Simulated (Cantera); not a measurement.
An adiabatic, constant-pressure homogeneous reactor starts with CH₄ : C₂H₆ : O₂ : N₂ = 1 : 0.043 : 3.77 : 18.5 (molar parts), equivalence ratio 0.57, at 1200 K and 0.690 bar. Integrator tolerance rtol = 1e-08.

Computed with Cantera and GRI-Mech 3.0 (53 species, 325 reactions).

Question: What does this change do: initial temperature 1200 to 1525 K?

Answer: 
| quantity | before | after |
|---|---|---|
| time of steepest temperature rise | 19.6 ms | 0.470 ms |
| temperature at 7.00 s | 2142 K | 2378 K |
| equilibrium temperature | 2142 K | 2378 K |
| x(CH₄) at 7.00 s | <1e-12 (gas-phase equilibrium <1e-12) | <1e-12 (gas-phase equilibrium <1e-12) |
| x(C₂H₆) at 7.00 s | <1e-12 (gas-phase equilibrium <1e-12) | <1e-12 (gas-phase equilibrium <1e-12) |
| x(O₂) at 7.00 s | 0.0658 (gas-phase equilibrium 0.0658) | 0.0636 (gas-phase equilibrium 0.0636) |
| x(C₂H₄) at 7.00 s | <1e-12 (gas-phase equilibrium <1e-12) | <1e-12 (gas-phase equilibrium <1e-12) |
| x(HO₂) at 7.00 s | 1.74e-6 (gas-phase equilibrium 1.74e-6) | 3.52e-6 (gas-phase equilibrium 3.52e-6) |
